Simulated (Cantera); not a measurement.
# Equilibrium for silicon epitaxy and polysilicon growth: Si₂Cl₆ + HCl + H₂

Input: 1 mol Si₂Cl₆, 0.11 mol HCl, 10 mol H₂, at 4900 Pa.

Equilibrium computed with Cantera from the NASA thermochemical tables; the gas is ideal and each condensed phase is pure. Candidate condensed phases: Si; 19 gas species. The feed counts by its element totals alone. The tables' values for SiCl₃ are old estimates; treat these amounts as uncertain. Equilibrium is a limit: real reactors are often held back by kinetics, nucleation or transport.

From 800 K to 1150 K the condensed part is Si(s). The main Si-bearing gas is SiCl₄ throughout. The share of Si in condensed phases is highest at 1150 K (25.2 %) and lowest at 800 K (19.6 %).

| T (K) | log p H₂ | log p SiCl₄ | log p HCl | log p SiHCl₃ | log p SiCl₂ | log p SiCl₃ | n Si(s) |
|---|---|---|---|---|---|---|---|
| 800 | -1.38 | -2.27 | -3.85 | -2.84 | -6.31 | -5.31 | 0.392 |
| 850 | -1.38 | -2.27 | -3.58 | -2.85 | -5.70 | -4.91 | 0.401 |
| 900 | -1.38 | -2.27 | -3.34 | -2.86 | -5.16 | -4.56 | 0.413 |
| 950 | -1.38 | -2.28 | -3.12 | -2.88 | -4.68 | -4.24 | 0.429 |
| 1000 | -1.38 | -2.29 | -2.93 | -2.90 | -4.25 | -3.96 | 0.449 |
| 1050 | -1.39 | -2.31 | -2.76 | -2.92 | -3.87 | -3.72 | 0.472 |
| 1100 | -1.39 | -2.34 | -2.62 | -2.95 | -3.53 | -3.51 | 0.492 |
| 1150 | -1.40 | -2.39 | -2.49 | -3.00 | -3.23 | -3.33 | 0.505 |
log p: log10 of the partial pressure in bar; n: condensed amount in mol.
